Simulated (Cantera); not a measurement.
A freely propagating, adiabatic, planar premixed flame of 6.39 % CH4, 3.90 % C2H6, 18.8 % O2, 70.9 % N2, equivalence ratio 1.4, unburnt at 375 K and 660000 Pa; unity-Lewis-number transport, grid criteria slope 0.08 and curve 0.16, no radiation.

Detailed kinetics in Cantera: GRI-Mech 3.0 (53 species, 325 reactions). Unity Lewis numbers drop preferential diffusion, which matters most where H2 and H carry the flame. Burning velocities carry a grid error of a few per cent, more on coarse grids.

Problem. Predict: laminar burning velocity; thermal thickness; peak x(O); peak x(H2O2).

Solution. 
| Property | Value |
|---|---|
| laminar burning velocity | 13.4 cm/s |
| thermal thickness | 0.193 mm |
| peak x(O) | 3.31e-5 |
| peak x(H2O2) | 0.000138 |
